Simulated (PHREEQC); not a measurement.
0.052 g of hydrous ferric oxide (600 m²/g; 0.2 weak and 0.005 strong sites per Fe, Dzombak-Morel constants, diffuse double layer) in 1 kg of water with 0.05 mol/kgw of an inert sodium salt and 2.3e-07 mol/kgw Na2SO4, at 25 °C; the pH is set by adding NaOH or the inert anion's acid. O2 is buffered at 0.21 atm. The system is closed to CO2. Precipitation was switched off in this run.

Base run: PHREEQC, ion-association model, wateq4f.dat. Each further column changes one thing. The table gives surface charge σ (C/m²).

```csv
pH,base,background salt from 0.05 to 0.005 mol/kgw,oxide from 0.052 to 0.26 g/kgw,7.1e-05 mol/kgw SrCl2 added
3,0.356,0.301,0.357,0.356
3.67,0.322,0.220,0.323,0.322
4.33,0.257,0.147,0.258,0.257
5,0.180,0.090,0.181,0.180
5.67,0.114,0.051,0.115,0.115
6.33,0.067,0.027,0.067,0.067
7.67,0.012,0.004,0.012,0.013
8.33,-0.006,-0.002,-0.006,-0.004
9,-0.026,-0.009,-0.026,-0.021
9.67,-0.055,-0.021,-0.055,-0.036
10.33,-0.097,-0.042,-0.097,-0.044
11,-0.158,-0.081,-0.158,-0.050
```

The oxide is taken as insoluble; below pH 4 it would dissolve.
